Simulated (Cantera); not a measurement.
Input: 1 mol SiCl4, 0.67 mol Cl2, 13 mol H2, held at 750 Torr.

These are equilibrium values from Cantera (NASA tables, ideal gas, pure condensed phases), not measurements of a reactor. Candidate condensed phases: Si; 19 gas species. The tables' values for SiCl3 are old estimates; treat these amounts as uncertain. Rates play no part. All values below are at 1198 K.

Base state: H2 0.826, HCl 0.106, SiCl4 0.0541, SiHCl3 0.0113, SiCl3 0.00180, SiCl2 0.000532, SiH2Cl2 0.000310 (mole fractions); condensed: gas only.

### Question
What changes in the equilibrium state with this change: SiCl4 replaced by Si?

### Answer
| species | before | after |
|---|---|---|
| H2 | 0.826 | 0.951 |
| HCl | 0.106 | 0.0263 |
| SiCl4 | 0.0541 | 0.00924 |
| SiHCl3 | 0.0113 | 0.00900 |
| SiH3Cl | 2.32e-6 | 3.99e-5 |
| SiH2Cl2 | 0.000310 | 0.00115 |
| SiCl2 | 0.000532 | 0.00171 |
| SiCl3 | 0.00180 | 0.00134 |
| Si(s), mol | 0 | 0.699 |
